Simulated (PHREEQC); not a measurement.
A made-up water analysis in mg/L, 25 °C, pH 3.43, pe 9.3: Na 407; K 22.6; Ca 194; Mg 69.6; Cl 103; S(6) as SO4 1550; Fe(3) 3.68.

Valence states are taken as typed.

All values are PHREEQC results (ion-association model, wateq4f.dat), not measurements.

Each row changes one thing in this solution. Precipitation was switched off in this run.

```tsv
case	ionic strength (mol/kgw)	SO4-2 (mol/kgw)	Ca+2 (mol/kgw)	CaSO4 (mol/kgw)	Mg+2 (mol/kgw)	MgSO4 (mol/kgw)	SI of Gypsum (CaSO4:2H2O)	SI of Jarosite-K (KFe3(SO4)2(OH)6)
as made	0.0455	0.0124	0.00310	0.00175	0.00171	0.00116	-0.47	+2.94
temperature from 25 to 80 °C at the same typed pH	0.0409	0.0109	0.00287	0.00197	0.00104	0.00183	-0.45	+2.65
all concentrations times 4 at the same typed pH	0.163	0.0440	0.0102	0.00928	0.00543	0.00611	+0.26	+4.91
Ca from 194 to 388 mg/L	0.0502	0.0112	0.00654	0.00315	0.00182	0.00105	-0.22	+2.92
```

Some of these states are supersaturated (in Jarosite-K, Jarosite-Na, for instance). Constants without temperature data keep their 25 °C values here.
